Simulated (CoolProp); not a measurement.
Ethanol along the isobar 7.37 MPa: fugacity coefficient from the reference equation and from simpler models built on Tc = 241.6 °C, pc = 6.268 MPa, ω = 0.644; each cubic takes its own stable root.

The numbers come from the reference Helmholtz-energy equation of state, Schroeder 2014 in CoolProp.

```csv
T (°C),phase,reference
126.85,liquid,0.07455
136.85,liquid,0.09684
146.85,liquid,0.1235
156.85,liquid,0.1549
166.95,liquid,0.1916
176.95,liquid,0.2330
186.95,liquid,0.2793
196.95,liquid,0.3305
206.95,liquid,0.3861
217.05,liquid,0.4463
227.05,liquid,0.5090
```

Task: How far does each simpler model (van der Waals, Redlich-Kwong, Soave-Redlich-Kwong, Peng-Robinson) lie from the reference over these 11 states: mean and median of the absolute difference, and the worst?

Result: 
- van der Waals: mean 108.2 %, median 83.6 %, worst +281.5 % at 126.85 °C and 7.37 MPa
- Redlich-Kwong: mean 53.9 %, median 44.8 %, worst +131.3 % at 126.85 °C and 7.37 MPa
- Soave-Redlich-Kwong: mean 3.2 %, median 3.5 %, worst +5.3 % at 126.85 °C and 7.37 MPa
- Peng-Robinson: mean 1.9 %, median 2.0 %, worst -4.0 % at 227.05 °C and 7.37 MPa
